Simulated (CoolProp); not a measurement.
A closed Brayton cycle with dry air: compressor inlet 326.15 K and 5.2 MPa, high pressure 11.8 MPa, turbine inlet 755 K, compressor efficiency 0.89, turbine efficiency 0.9, recuperator effectiveness 0.9 (on enthalpy, no pinch check). Each further row changes one setting.

Model: reference Helmholtz-energy equation of state, Lemmon 2000, in CoolProp. It is a pseudo-pure fit of the blend.

```tsv
case	thermal efficiency (%)	net work (kJ/kg)	compressor to turbine work	compressor exit (K)	turbine exit (K)
as stated	(withheld)	48.9	0.67	423.9	620.5
turbine inlet 705 K	24.6	(withheld)	0.72	423.9	578.1
compressor inlet 336.15 K	26.6	45.7	(withheld)	436.7	620.5
high pressure 10 MPa	29.0	43.5	0.64	402.3	645.7
recuperator effectiveness 0.5	(withheld)	48.9	0.67	423.9	620.5
```

**Question.** Some entries are withheld; supply them.

**Answer.** 
- as stated, thermal efficiency (%): 28.2
- turbine inlet 705 K, net work (kJ/kg): 39.0
- compressor inlet 336.15 K, compressor to turbine work: 0.69
- recuperator effectiveness 0.5, thermal efficiency (%): 19.1
